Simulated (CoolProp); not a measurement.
Vapour pressure (kPa) of water: the reference equation beside estimates from Tc = 373.9 °C, pc = 22060 kPa, ω = 0.344. Clausius-Clapeyron is anchored at 36.45 °C with a constant enthalpy of vaporisation of 43.50 kJ/mol.

The numbers come from the reference Helmholtz-energy equation of state, Wagner 2002 in CoolProp.

```csv
T (°C),reference,Clausius-Clapeyron,van der Waals,Redlich-Kwong,Soave-Redlich-Kwong,Peng-Robinson
21.75,2.605,2.626,318.3,12.50,1.912,2.188
36.45,6.096,6.096,452.2,26.47,4.736,5.286
51.05,13.01,13.05,621.5,51.24,10.60,11.59
65.75,25.89,26.27,833.8,92.65,21.99,23.61
80.35,48.09,49.71,1091,156.9,42.29,44.72
95.05,84.76,89.75,1401,253.0,76.80,80.14
109.65,141.7,154.3,1765,388.8,131.6,135.8
124.35,227.6,255.8,2193,576.0,215.9,220.8
139.05,351.9,409.0,2685,824.6,339.8,344.7
```

Absolute difference from the reference over all 9 rows, mean and median: Clausius-Clapeyron 5.5 and 3.4 %, van der Waals 3736.5 and 2168.7 %, Redlich-Kwong 239.1 and 226.3 %, Soave-Redlich-Kwong 13.3 and 12.1 %, Peng-Robinson 7.9 and 7.0 %.
